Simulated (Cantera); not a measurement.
Feed: 1 mol BN, 2 mol O2, 18 mol H2, equilibrated at 1.30 mbar.

Equilibrium computed with Cantera from the NASA thermochemical tables; the gas is ideal and each condensed phase is pure. Candidate condensed phases: B, BN, B2O3, B3O3H3, H2O; 39 gas species. Gases not in the tables: H3BO3. Rates play no part.

Which condensed phases are stable at each of these points (T (K)): 1075, 1175, 1275, 1375, 1475, 1575, 1675, 1775, 1875, 1975, 2075?


| T (K) | condensed phases | B condensed (%) |
|---|---|---|
| 1075 | B2O3(l) | 97.7 |
| 1175 | B2O3(l) | 89.1 |
| 1275 | B2O3(l) | 58.5 |
| 1375 | gas only | 0.0 |
| 1475 | gas only | 0.0 |
| 1575 | gas only | 0.0 |
| 1675 | gas only | 0.0 |
| 1775 | gas only | 0.0 |
| 1875 | gas only | 0.0 |
| 1975 | gas only | 0.0 |
| 2075 | gas only | 0.0 |

From 1075 K to 1275 K the condensed part is B2O3(l). From 1375 K to 2075 K nothing is condensed.
